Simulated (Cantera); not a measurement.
Feed: 1 mol Si3N4, 0.011 mol O2, 120 mol H2, equilibrated at 1875 °C.

Cantera equilibrium calculation (NASA polynomials, part measured and part estimated; ideal gas, pure solids and liquids). Candidate condensed phases: H2O, Si, SiO2, Si2N2O, Si3N4; 35 gas species. Gases not in the tables: Si2H6 and higher silanes. The numbers say what is thermodynamically allowed, not how fast it happens.

Q: Which condensed phases are stable at each of these points (P (Pa)): 0.100, 0.750, 5.60, 42, 320, 2400, 18000, 130000, 1000000?

A: 
```csv
P (Pa),condensed phases,Si condensed (%)
0.100,gas only,0.0
0.750,gas only,0.0
5.60,gas only,0.0
42,gas only,0.0
320,gas only,0.0
2400,Si(l),55.5
18000,Si(l),92.0
130000,Si(l),97.2
1000000,Si(l),98.0
```

From 0.100 Pa to 320 Pa nothing is condensed. From 2400 Pa to 1000000 Pa the condensed part is Si(l).
